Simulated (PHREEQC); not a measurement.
HF is added in steps, without added water, to 1 kg of water holding 0.14 mmol/kgw PbCl2, 1.1 mmol/kgw NaNO3 and 100 mmol/kgw Zn(NO3)2, at 25 °C. O2 is buffered at 0.21 atm. The system is closed to CO2. The run lets PbF2, Matlockite, Zincite(c), Zn5(OH)8Cl2, Litharge, Cotunnite, Laurionite, Halite, ZnF2 precipitate or redissolve, and no other solid.

Base run: PHREEQC, ion-association model, wateq4f.dat. Each further column changes one thing. The table gives pH.

```csv
HF added (mol),base,metal-ligand complexes left out,all activity coefficients set to 1,Debye-Hückel limiting law,Davies equation for every ion
0,5.23,5.23,4.98,5.54,5.25
0.0001917,3.86,3.87,3.76,4.03,3.89
0.0003833,3.59,3.61,3.49,3.75,3.62
0.000575,3.44,3.47,3.35,3.59,3.47
0.0006708,3.39,3.41,3.29,3.54,3.42
0.0008625,3.30,3.33,3.21,3.44,3.33
0.001054,3.23,3.26,3.14,3.37,3.26
0.001246,3.18,3.21,3.08,3.31,3.20
0.001437,3.13,3.17,3.04,3.27,3.16
0.001629,3.09,3.13,3.00,3.22,3.12
0.001725,3.07,3.11,2.98,3.20,3.10
0.001917,3.04,3.08,2.95,3.17,3.06
0.002108,3.01,3.05,2.92,3.14,3.04
0.0023,2.98,3.02,2.89,3.11,3.01
```
